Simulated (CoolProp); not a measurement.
Vapour-liquid equilibrium of CF4 (R14) (1) + R13 (2) at 0.0336 MPa; x and y are mole fractions of (1).

Values from CoolProp's multi-fluid Helmholtz-energy mixture model, Platzer 1990 and Platzer 1990; pair parameters Bell 2016. This equation is an older, rougher fit; its heat capacities, sound speeds and derivatives of the liquid may be far off and weren't checked against measurements.

```csv
x,"bubble temperature, mixture model (K)","bubble temperature, Raoult's law (K)","y, mixture model","y, Raoult's law"
0.05,161.2,164.5,0.605,0.494
0.125,151.4,156.0,0.840,0.765
0.2,146.1,150.5,0.910,0.869
0.275,142.8,146.6,0.941,0.919
0.35,140.5,143.6,0.957,0.946
0.425,138.7,141.2,0.968,0.963
0.5,137.3,139.2,0.975,0.974
0.575,136.2,137.5,0.980,0.982
0.65,135.1,136.0,0.985,0.987
0.725,134.2,134.8,0.989,0.992
0.8,133.3,133.6,0.992,0.995
0.875,132.5,132.6,0.995,0.997
0.95,131.7,131.7,0.998,0.999
```

The largest gap from Raoult's law is -4.6 K in bubble temperature, at x = 0.125. No azeotrope shows between x = 0.05 and 0.95.

Pair parameters are fitted to limited data, so mixtures are less certain than the pure fluids.
